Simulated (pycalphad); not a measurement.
CALPHAD calculation (pycalphad, COST 507 light-alloy database (1999)), 1 atm. The data set is of 1999 and partly superseded. Kinetics are ignored, which matters at the lower temperatures.

Molar enthalpy of Cu-14.54Si (wt.%) in equilibrium (SER reference):

```csv
T (°C),H (kJ/mol),phases
2077,68.52,liquid
1977,65.50,liquid
1877,62.48,liquid
1777,59.46,liquid
1677,56.44,liquid
1577,53.42,liquid
1477,50.39,liquid
1377,47.37,liquid
1277,44.34,liquid
1177,41.32,liquid
1077,38.29,liquid
977,35.31,liquid
877,32.39,liquid
777,21.96,CU19SI6_ETA + diamond (Si)
677,19.17,CU19SI6_ETA + diamond (Si)
577,16.42,CU19SI6_ETA + diamond (Si)
477,13.72,CU19SI6_ETA + diamond (Si)
377,11.06,CU19SI6_ETA + diamond (Si)
277,8.46,CU19SI6_ETA + diamond (Si)
```

Cooling from 877 °C to 777 °C, across the freezing range, releases 10.4 kJ/mol, or 194 J/g. The slope is 29 J/(mol K) in the liquid and 28 J/(mol K) just below the solidus, where it includes any heat of precipitation. Liquidus 838 °C, solidus 801 °C. Changes were sought between steps of 100 K, so a narrower field can be missed.

Database names, with the compositions (at.%) that they take in these runs: CU19SI6_ETA: Cu 76 Si 24.
